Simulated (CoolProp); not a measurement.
A simple Rankine cycle with R1336mzz(Z): condensing at 324.15 K, boiler at 0.937 MPa, turbine inlet 390.6 K, turbine efficiency 0.85, pump efficiency 0.6, no recuperator. Each further row changes one setting.

Model: reference Helmholtz-energy equation of state, McLinden 2020, in CoolProp.

```json
[
 {"case": "as stated", "thermal efficiency (%)": "10.5", "net work (kJ/kg)": "21.6", "heat in (kJ/kg)": "206", "turbine exit temperature (K)": "353.7", "volume ratio over the turbine": "5.60"},
 {"case": "turbine inlet 410.6 K", "thermal efficiency (%)": "10.3", "net work (kJ/kg)": "23.6", "heat in (kJ/kg)": "229", "turbine exit temperature (K)": "375.3", "volume ratio over the turbine": "5.38"},
 {"case": "condensing temperature 316.15 K", "thermal efficiency (%)": "11.7", "net work (kJ/kg)": "25.3", "heat in (kJ/kg)": "216", "turbine exit temperature (K)": "348.9", "volume ratio over the turbine": "7.27"},
 {"case": "boiler pressure 0.656 MPa", "thermal efficiency (%)": "8.5", "net work (kJ/kg)": "18.0", "heat in (kJ/kg)": "213", "turbine exit temperature (K)": "364.0", "volume ratio over the turbine": "3.68"},
 {"case": "turbine efficiency 0.75", "thermal efficiency (%)": "9.2", "net work (kJ/kg)": "19.0", "heat in (kJ/kg)": "206", "turbine exit temperature (K)": "356.4", "volume ratio over the turbine": "5.65"}
]
```
